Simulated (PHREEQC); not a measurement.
NH3 is added in steps, without added water, to 1 kg of water holding 0.0069 mol/kgw HF, 0.0001 mol/kgw Na2CO3 and 0.051 mol/kgw LiCl, at 25 °C. Oxygen is held at 0.21 atm. No CO2 enters from the air. Nothing may precipitate in this run.

Base run: PHREEQC, ion-association model, phreeqc.dat. Each further column changes one thing. The table gives HF (mol/kgw).

```
NH3 added (mol)      base  HF from 0.0069 to 0.00138 mol/kgw  0.0056 mol/kgw LiF added  HF from 0.0069 to 0.00759 mol/kgw  solids may form
---------------  --------  ---------------------------------  ------------------------  ---------------------------------  ---------------
0                 0.00461                           0.000542                   0.00569                                  …          0.00461
0.001             0.00414                           0.000102                   0.00490                            0.00469          0.00414
0.002             0.00357                            1.39e-9                   0.00407                            0.00413          0.00357
0.0025            0.00325                           8.29e-10                         …                                  …          0.00325
0.0035            0.00256                           4.64e-10                   0.00280                            0.00313          0.00256
0.0045            0.00181                           3.26e-10                   0.00194                            0.00238          0.00181
0.0055            0.00101                           2.52e-10                   0.00106                            0.00159          0.00101
0.0065           0.000173                           2.07e-10                  0.000181                           0.000760         0.000173
0.0075            3.55e-8                           1.76e-10                   6.31e-8                                  …          3.55e-8
0.008             2.07e-8                           1.64e-10                         …                            5.88e-8          2.07e-8
0.009             1.13e-8                                  …                   2.01e-8                            1.99e-8          1.13e-8
0.01              7.80e-9                           1.30e-10                   1.38e-8                            1.20e-8          7.80e-9
```

What belongs in the gaps?


- 0, HF from 0.0069 to 0.00759 mol/kgw: 0.00517
- 0.0025, 0.0056 mol/kgw LiF added: 0.00366
- 0.0025, HF from 0.0069 to 0.00759 mol/kgw: 0.00381
- 0.0075, HF from 0.0069 to 0.00759 mol/kgw: 1.04e-6
- 0.008, 0.0056 mol/kgw LiF added: 3.68e-8
- 0.009, HF from 0.0069 to 0.00138 mol/kgw: 1.45e-10

 Solids allowed in the column 'solids may form': Halite.
